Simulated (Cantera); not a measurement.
A perfectly stirred reactor is fed with 8.53 % CO, 0.785 % H₂, 2.56 % CH₄, 24.7 % O₂, 63.4 % N₂, at 450 Torr; it is adiabatic with a 675 K inlet, and is followed from long to short residence time, starting on the burning branch (τ in s: 0.063, 0.025, 0.01, 0.0042, 0.0017, 0.00069, 0.00028, 0.00011, 4.7e-05, 1.9e-05, 7.7e-06, 3.1e-06).

Cantera simulation using GRI-Mech 3.0 (53 species, 325 reactions); the numbers are that mechanism's predictions, not measurements.

One state of this run: T (K) = 1687; x CO = 0.0215; x H₂ = 0.00178; x CH₄ = 8.61e-5; x CO₂ = 0.0923; x C₂H = <1e-12; x C₂H₆ = 1.85e-10. x: mole fraction; the columns are a selection and need not sum to one.

Task: Which value of τ (s) does it belong to?
A) 0.0017
B) 0.00069
C) 0.0042
D) 3.1e-6

Result: B, 0.00069
